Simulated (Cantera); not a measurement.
A perfectly stirred reactor is fed with CH₄ : H₂ : H = 0.042 : 1 : 0.1 (molar parts), at 0.260 bar; it is held at 2100 K, and followed from long to short residence time.

Detailed kinetics in Cantera: GRI-Mech 3.0 (53 species, 325 reactions). GRI-Mech 3.0 stops at C3 and has no aromatics, soot or wall deposition, so with more carbon than oxygen in the feed, carbon stays in small species such as C2H2 where larger ones or solid carbon would form.

Problem. Predict: x(CH₄) at τ = 0.960 s; x(H₂) at τ = 0.960 s; x(H) at τ = 0.960 s; x(C₂H₂) at τ = 0.960 s; x(CH₃) at τ = 0.960 s; x(CH₄) at τ = 7.80 ms; x(H₂) at τ = 7.80 ms; x(H) at τ = 7.80 ms; x(C₂H₂) at τ = 7.80 ms; x(CH₃) at τ = 7.80 ms.

Solution. 
- x(CH₄) at τ = 0.960 s: 0.000962
- x(H₂) at τ = 0.960 s: 0.975
- x(H) at τ = 0.960 s: 0.00619
- x(C₂H₂) at τ = 0.960 s: 0.0179
- x(CH₃) at τ = 0.960 s: 0.000118
- x(CH₄) at τ = 7.80 ms: 0.00682
- x(H₂) at τ = 7.80 ms: 0.969
- x(H) at τ = 7.80 ms: 0.00826
- x(C₂H₂) at τ = 7.80 ms: 0.0146
- x(CH₃) at τ = 7.80 ms: 0.00112
